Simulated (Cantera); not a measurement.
**NO annealing gas**

An isothermal, constant-pressure homogeneous reactor starts with 82.0 % NO, 18.0 % N₂, at 2100 K and 1.88 atm.

Model: GRI-Mech 3.0 (53 species, 325 reactions), integrated in Cantera.

```
t (s)       x NO     x NO₂   x N₂      x O₂       x O     x N₂O
--------  ------  --------  -----  --------  --------  --------
1.00e-5    0.820   1.56e-5  0.180   3.74e-7   1.51e-5   2.84e-5
3.46e-5    0.819   7.78e-5  0.180   4.10e-6   3.48e-5   8.90e-5
0.000119   0.819  0.000282  0.181   7.64e-5   9.34e-5  0.000223
0.000412   0.817  0.000454  0.181  0.000900  0.000141  0.000335
0.00143    0.810  0.000497  0.185   0.00432  0.000154  0.000338
0.00492    0.786  0.000602  0.197    0.0160  0.000189  0.000315
0.0170     0.709  0.000803  0.235    0.0542  0.000271  0.000251
0.0588     0.504  0.000900  0.338     0.157  0.000418  0.000122
0.203      0.192  0.000477  0.494     0.313  0.000572   1.76e-5
0.702     0.0336   9.29e-5  0.573     0.393  0.000636   1.21e-6
2.42      0.0123   3.46e-5  0.584     0.403  0.000644   7.94e-7
8.38      0.0119   3.34e-5  0.584     0.403  0.000644   7.90e-7
28.9      0.0119   3.34e-5  0.584     0.403  0.000644   7.90e-7
100       0.0119   3.34e-5  0.584     0.403  0.000644   7.90e-7
```
x: mole fraction; the columns are a selection and need not sum to one.

Equilibrium at this temperature and pressure: NO 0.0119, NO₂ 3.34e-5, N₂ 0.584, O₂ 0.403, O 0.000644, N₂O 7.90e-7 (gas phase only).
